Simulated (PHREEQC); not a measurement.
Solution (20 °C): 0.0083 mol KH2PO4 and 0.21 mol Na2CO3 per kg of water. Closed to the air; pH follows from the charge balance.

Equilibrium calculation in PHREEQC: ion-association model, phreeqc.dat.

```csv
quantity,before,after
pH,10.90,11.10
ionic strength (mol/kgw),0.429,0.478
HPO4-2 (mol/kgw),0.00575,0.00535
KHPO4- (mol/kgw),1.99e-5,1.82e-5
H2PO4- (mol/kgw),3.96e-7,2.42e-7
```

**Question.** Which change was made?
A. temperature from 20 to 10 °C
B. KH2PO4 from 0.0083 to 0.00083 mol/kgw
C. Na2CO3 from 0.21 to 0.021 mol/kgw
D. diluted 2-fold with water
E. Na2CO3 left out

**Answer.** A, temperature from 20 to 10 °C

This is a speciation only: nothing precipitates in the calculation. Constants without temperature data keep their 25 °C values here.
